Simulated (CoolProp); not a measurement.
n-nonane along the isotherm 343.4 K: fugacity coefficient from the reference equation and from simpler models built on Tc = 594.5 K, pc = 2282 kPa, ω = 0.443; each cubic takes its own stable root.

Computed with CoolProp (reference Helmholtz-energy equation of state, Lemmon 2006). It is a short technical equation, of lower accuracy than the large ones.

| p (kPa) | phase | reference | van der Waals | Redlich-Kwong | Soave-Redlich-Kwong | Peng-Robinson |
|---|---|---|---|---|---|---|
| 72.2 | liquid | 0.08812 | 0.9668 | 0.4214 | 0.08670 | 0.09135 |
| 117 | liquid | 0.05454 | [?] | 0.2610 | 0.05369 | 0.05655 |
| 188 | liquid | 0.03410 | 0.7847 | 0.1634 | 0.03360 | 0.03536 |
| 304 | liquid | 0.02125 | 0.4921 | 0.1020 | 0.02097 | 0.02205 |
| 492 | liquid | 0.01330 | 0.3111 | 0.06400 | 0.01315 | 0.01380 |
| 794 | liquid | 0.008405 | [?] | 0.04065 | 0.008340 | 0.008732 |
| 1280 | liquid | 0.005384 | 0.1315 | 0.02624 | 0.005373 | 0.005602 |
| 2070 | liquid | 0.003508 | 0.08935 | 0.01731 | 0.003533 | 0.003658 |
| 3350 | liquid | 0.002359 | 0.06426 | 0.01186 | 0.002411 | 0.002469 |
| 5410 | liquid | 0.001672 | 0.05066 | [?] | 0.001750 | 0.001761 |
| 8740 | liquid | 0.001288 | 0.04605 | 0.007007 | 0.001399 | 0.001369 |
| 14100 | liquid | 0.001132 | 0.05235 | 0.006629 | 0.001305 | 0.001221 |
| 22800 | liquid | 0.001227 | 0.08470 | 0.008046 | 0.001554 | 0.001356 |

Fill in the missing entries.


- 117, van der Waals: 0.9463
- 794, van der Waals: 0.1999
- 5410, Redlich-Kwong: 0.008675

At some of these states van der Waals gives the other phase, because its saturation line lies elsewhere.
